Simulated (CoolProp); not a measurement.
Computed with CoolProp (reference Helmholtz-energy equation of state, Gao 2020).

**Question.** Give the vapour pressure (MPa), liquid density (kg/m³), liquid cp (kJ/(kg K)), vapour Z of saturated ammonia at 57.65, 68.55, 90.35 °C.

**Answer.** 
```
T (°C)  p (MPa)  liquid density (kg/m³)  liquid cp (kJ/(kg K))  vapour Z
------  -------  ----------------------  ---------------------  --------
57.65      2.47                     550                   5.20     0.793
68.55      3.20                     529                   5.43     0.754
90.35      5.15                     482                   6.27     0.662
```
